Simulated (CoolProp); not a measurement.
CH3F (R41) along the isotherm 151.85 °C: fugacity coefficient from the reference equation and from simpler models built on Tc = 44.1 °C, pc = 5.906 MPa, ω = 0.200; each cubic takes its own stable root.

Model: reference Helmholtz-energy equation of state, Lemmon 2006, in CoolProp. It is a short technical equation, of lower accuracy than the large ones.

```tsv
p (MPa)	phase	reference	Redlich-Kwong	Soave-Redlich-Kwong
3.69	gas	0.9123	0.9153	0.9294
7.38	supercritical	0.8337	0.8378	0.8656
11.1	supercritical	0.7636	0.7683	0.8091
14.8	supercritical	0.7032	0.7098	0.7617
18.5	supercritical	0.6526	0.6632	0.7237
22.1	supercritical	0.6126	0.6286	0.6950
25.8	supercritical	0.5800	0.6022	0.6730
29.5	supercritical	0.5546	0.5829	0.6572
```
